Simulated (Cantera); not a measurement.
# Equilibrium for silicon oxide and oxynitride deposition: SiH2Cl2 + N2O + N2

Input: 1 mol SiH2Cl2, 5.2 mol N2O, 3 mol N2, equilibrated at 0.630 bar.

Cantera equilibrium calculation (NASA polynomials, part measured and part estimated; ideal gas, pure solids and liquids). Candidate condensed phases: H2O, NH4Cl, Si, SiO2, Si2N2O, Si3N4; 47 gas species. The tables hold silica as quartz up to 1696 K and as liquid above; real silica turns to tridymite and cristobalite and melts near 1996 K. Gases not in the tables: Si(OH)4. Rates play no part.

```
T (°C)  log p N2  log p HCl  log p O2  log p Cl  log p H2O  log p NO  log p Cl2  n SiO2(condensed)  n SiO2(l)
------  --------  ---------  --------  --------  ---------  --------  ---------  -----------------  ---------
1525       -0.36      -1.07     -1.10     -1.79      -1.97     -2.73      -2.58               1.00          0
1550       -0.36      -1.08     -1.11     -1.76      -1.96     -2.69      -2.62               1.00          0
1575       -0.36      -1.08     -1.11     -1.74      -1.95     -2.66      -2.66               1.00          0
1600       -0.36      -1.08     -1.11     -1.71      -1.94     -2.62      -2.71              1.000          0
1625       -0.36      -1.09     -1.11     -1.69      -1.92     -2.59      -2.75              1.000          0
1650       -0.36      -1.09     -1.11     -1.66      -1.91     -2.56      -2.80              1.000          0
1675       -0.36      -1.10     -1.12     -1.64      -1.90     -2.53      -2.84              1.000          0
1700       -0.36      -1.10     -1.12     -1.62      -1.88     -2.50      -2.89              1.000          0
1725       -0.36      -1.11     -1.12     -1.60      -1.87     -2.47      -2.93                  0      1.000
1750       -0.36      -1.11     -1.12     -1.58      -1.86     -2.44      -2.97                  0      1.000
1775       -0.37      -1.12     -1.13     -1.56      -1.85     -2.41      -3.02                  0      1.000
1800       -0.37      -1.12     -1.13     -1.55      -1.83     -2.39      -3.06                  0      1.000
1825       -0.37      -1.13     -1.13     -1.53      -1.82     -2.36      -3.11                  0      1.000
```
log p: log10 of the partial pressure in bar; n: condensed amount in mol.

From 1525 °C to 1700 °C the condensed part is SiO2(condensed). From 1725 °C to 1825 °C the condensed part is SiO2(l).
